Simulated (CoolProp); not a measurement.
Sulfur hexafluoride along the isotherm 275.4 K: fugacity coefficient from the reference equation and from simpler models built on Tc = 318.7 K, pc = 3755 kPa, ω = 0.210; each cubic takes its own stable root.

Model: reference Helmholtz-energy equation of state, Guder 2009, in CoolProp.

| p (kPa) | phase | reference |
|---|---|---|
| 1880 | liquid | 0.5860 |
| 3750 | liquid | 0.3170 |
| 5630 | liquid | 0.2277 |
| 7510 | liquid | 0.1839 |
| 9390 | liquid | 0.1583 |
| 11300 | liquid | 0.1416 |
| 13100 | liquid | 0.1309 |
| 15000 | liquid | 0.1229 |
| 16900 | liquid | 0.1172 |
| 18800 | liquid | 0.1131 |

### Question
How far does each simpler model (van der Waals, Redlich-Kwong, Peng-Robinson) lie from the reference over these 10 states: mean and median of the absolute difference, and the worst?

### Answer
- van der Waals: mean 64.8 %, median 65.8 %, worst +88.9 % at 275.4 K and 18800 kPa
- Redlich-Kwong: mean 16.7 %, median 17.1 %, worst +18.9 % at 275.4 K and 18800 kPa
- Peng-Robinson: mean 2.8 %, median 2.6 %, worst -5.1 % at 275.4 K and 18800 kPa

At some of these states van der Waals gives the other phase, because its saturation line lies elsewhere.
